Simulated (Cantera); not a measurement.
## C2H5OH + NH3 (carbon deposition, reforming and gasification)

Charge: 1 mol C2H5OH, 0.015 mol NH3, held at 1048.15 K.

Cantera equilibrium calculation (NASA polynomials, part measured and part estimated; ideal gas, pure solids and liquids). Candidate condensed phases: C, C6H6, C7H8, C8H18, H2O; 136 gas species. The ideal-gas law is rough above about 30 bar. The numbers say what is thermodynamically allowed, not how fast it happens.

```csv
P (Pa),x H2,x CH4,x CO,x H2O,x CO2,n C(graphite)
10,0.750,3.28e-6,0.248,3.47e-6,1.36e-6,1.00
100,0.750,3.28e-5,0.248,3.47e-5,1.36e-5,1.00
1000,0.750,0.000328,0.248,0.000346,0.000136,1.00
10000,0.746,0.00325,0.244,0.00340,0.00132,1.01
100000,0.713,0.0297,0.216,0.0287,0.0103,1.04
1000000,0.536,0.167,0.129,0.129,0.0367,0.994
10000000,0.256,0.381,0.0519,0.248,0.0597,0.823
```
x: gas mole fraction; n: condensed amount in mol.

From 10.0 Pa to 1.00e7 Pa the condensed part is C(graphite). The main C-bearing gas is CO at 10.0 Pa and CH4 at 1.00e7 Pa. The share of C in condensed phases is highest at 100000 Pa (51.8 %) and lowest at 1.00e7 Pa (41.2 %).
